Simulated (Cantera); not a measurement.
A freely propagating, adiabatic, planar premixed flame of 55.7 % H2, 9.31 % O2, 34.9 % N2, unburnt at 600 K and 8.20 bar; mixture-averaged transport, grid criteria slope 0.08 and curve 0.16, no radiation.

Model: the H2/O2 subset of GRI-Mech 3.0, which has no nitrogen chemistry, integrated in Cantera. The hydrogen kinetics of GRI-Mech 3.0 are dated; newer H2 mechanisms differ, most at raised pressure. Burning velocities carry a grid error of a few per cent, more on coarse grids.

x: mole fraction of selected species; z is measured from the peak of heat release.

```json
[
 {"z (mm)": "-0.107", "T (K)": "600", "u (m/s)": "6.71", "x H2": "0.557", "x O2": "0.0931", "x OH": "<1e-8", "x H": "<1e-8", "x H2O2": "<1e-8", "x O": "<1e-8"},
 {"z (mm)": "-0.0712", "T (K)": "600", "u (m/s)": "6.71", "x H2": "0.557", "x O2": "0.0931", "x OH": "<1e-8", "x H": "<1e-8", "x H2O2": "<1e-8", "x O": "<1e-8"},
 {"z (mm)": "-0.0534", "T (K)": "600", "u (m/s)": "6.71", "x H2": "0.557", "x O2": "0.0931", "x OH": "<1e-8", "x H": "<1e-8", "x H2O2": "<1e-8", "x O": "<1e-8"},
 {"z (mm)": "-0.0356", "T (K)": "605", "u (m/s)": "6.74", "x H2": "0.556", "x O2": "0.0934", "x OH": "<1e-8", "x H": "[?]", "x H2O2": "[?]", "x O": "[?]"},
 {"z (mm)": "-0.0178", "T (K)": "710", "u (m/s)": "7.73", "x H2": "0.541", "x O2": "0.0934", "x OH": "6.24e-5", "x H": "0.000161", "x H2O2": "3.24e-5", "x O": "1.41e-5"},
 {"z (mm)": "-0.00890", "T (K)": "995", "u (m/s)": "10.5", "x H2": "0.509", "x O2": "0.0832", "x OH": "0.000458", "x H": "0.00321", "x H2O2": "6.27e-5", "x O": "0.000157"},
 {"z (mm)": "0", "T (K)": "1338", "u (m/s)": "13.9", "x H2": "0.461", "x O2": "0.0575", "x OH": "0.000841", "x H": "0.0136", "x H2O2": "2.28e-5", "x O": "0.000586"},
 {"z (mm)": "0.00890", "T (K)": "1575", "u (m/s)": "16.3", "x H2": "0.420", "x O2": "0.0289", "x OH": "0.00117", "x H": "0.0253", "x H2O2": "4.29e-6", "x O": "0.000680"},
 {"z (mm)": "0.0178", "T (K)": "1702", "u (m/s)": "17.6", "x H2": "0.399", "x O2": "0.0118", "x OH": "0.00119", "x H": "0.0308", "x H2O2": "1.76e-6", "x O": "0.000405"},
 {"z (mm)": "0.0356", "T (K)": "1807", "u (m/s)": "18.6", "x H2": "0.389", "x O2": "0.00191", "x OH": "0.00108", "x H": "0.0296", "x H2O2": "5.26e-7", "x O": "0.000116"},
 {"z (mm)": "0.0712", "T (K)": "1883", "u (m/s)": "19.3", "x H2": "0.393", "x O2": "0.000114", "x OH": "0.000900", "x H": "0.0220", "x H2O2": "1.42e-7", "x O": "4.03e-5"},
 {"z (mm)": "0.142", "T (K)": "1941", "u (m/s)": "19.8", "x H2": "0.398", "x O2": "6.25e-6", "x OH": "0.000642", "x H": "0.0141", "x H2O2": "5.54e-8", "x O": "1.70e-5"},
 {"z (mm)": "0.285", "T (K)": "1982", "u (m/s)": "20.1", "x H2": "0.402", "x O2": "[?]", "x OH": "[?]", "x H": "[?]", "x H2O2": "[?]", "x O": "[?]"}
]
```

Fill in the missing entries.


- -0.0356, x H: 1.17e-8
- -0.0356, x H2O2: 2.62e-7
- -0.0356, x O: 4.29e-8
- 0.285, x O2: 1.55e-6
- 0.285, x OH: 0.000403
- 0.285, x H: 0.00822
- 0.285, x H2O2: 2.13e-8
- 0.285, x O: 6.07e-6
